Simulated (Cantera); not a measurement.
A freely propagating, adiabatic, planar premixed flame of 49.2 % H2, 10.7 % O2, 40.2 % N2, unburnt at 500 K and 0.280 bar; mixture-averaged transport, grid criteria slope 0.08 and curve 0.16, no radiation.

Computed with Cantera and the H2/O2 subset of GRI-Mech 3.0, which has no nitrogen chemistry. Burning velocities carry a grid error of a few per cent, more on coarse grids.

x: mole fraction of selected species; z is measured from the peak of heat release.

```
z (mm)  T (K)  u (m/s)   x H2      x O2     x H2O       x O      x OH   x H2O2
------  -----  -------  -----  --------  --------  --------  --------  -------
-6.78     500     5.53  0.492     0.107     <1e-8     <1e-8     <1e-8    <1e-8
-4.52     500     5.53  0.492     0.107     <1e-8     <1e-8     <1e-8    <1e-8
-3.39     500     5.53  0.492     0.107     <1e-8     <1e-8     <1e-8    <1e-8
-2.26     500     5.53  0.492     0.107   3.17e-8     <1e-8     <1e-8    <1e-8
-1.13     518     5.71  0.489     0.107  0.000892   1.05e-5   5.68e-5  2.61e-6
-0.565    709     7.68  0.461     0.101    0.0168  0.000187  0.000355  3.59e-6
0        1089     11.5  0.352    0.0637    0.0987   0.00271   0.00134  3.49e-7
0.565    1339     14.0  0.257       [?]       [?]       [?]   0.00213      [?]
1.13     1433     14.9  0.247   0.00117     0.221  0.000926   0.00215  1.27e-7
2.26     1530     15.9  0.254  0.000318     0.224  0.000758   0.00250  1.14e-7
4.52     1638     16.8  0.264       [?]     0.226       [?]   0.00278      [?]
9.04     1751     17.8  0.275  0.000174     0.228  0.000468   0.00282  5.44e-8
18.1     1856     18.7  0.284  0.000104     0.231  0.000290   0.00256  2.90e-8
```

**Question.** Fill in the missing entries.

**Answer.** 
- 0.565, x O2: 0.0102
- 0.565, x H2O: 0.202
- 0.565, x O: 0.00210
- 0.565, x H2O2: 1.91e-7
- 4.52, x O2: 0.000249
- 4.52, x O: 0.000642
- 4.52, x H2O2: 8.80e-8
